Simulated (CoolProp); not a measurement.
R11 along the isotherm 500 K: Z from the reference equation and from simpler models built on Tc = 471.1 K, pc = 4.408 MPa, ω = 0.189; each cubic takes its own stable root.

Values from CoolProp's reference Helmholtz-energy equation of state, Jacobsen 1992.

| p (MPa) | phase | reference |
|---|---|---|
| 2.2 | gas | 0.8461 |
| 4.41 | supercritical | 0.6341 |
| 6.61 | supercritical | 0.3534 |
| 8.82 | supercritical | 0.3536 |
| 11 | supercritical | 0.4029 |
| 13.2 | supercritical | 0.4580 |
| 15.4 | supercritical | 0.5143 |
| 17.6 | supercritical | 0.5705 |
| 19.8 | supercritical | 0.6263 |
| 22 | supercritical | 0.6815 |

**Question.** How far does each simpler model (van der Waals, Redlich-Kwong, Soave-Redlich-Kwong, Peng-Robinson) lie from the reference over these 10 states: mean and median of the absolute difference, and the worst?

**Answer.** 
- van der Waals: mean 21.0 %, median 28.2 %, worst +29.3 % at 500 K and 22 MPa
- Redlich-Kwong: mean 5.2 %, median 5.5 %, worst +10.1 % at 500 K and 8.82 MPa
- Soave-Redlich-Kwong: mean 7.5 %, median 7.1 %, worst +14.0 % at 500 K and 6.61 MPa
- Peng-Robinson: mean 3.3 %, median 3.1 %, worst +6.2 % at 500 K and 6.61 MPa
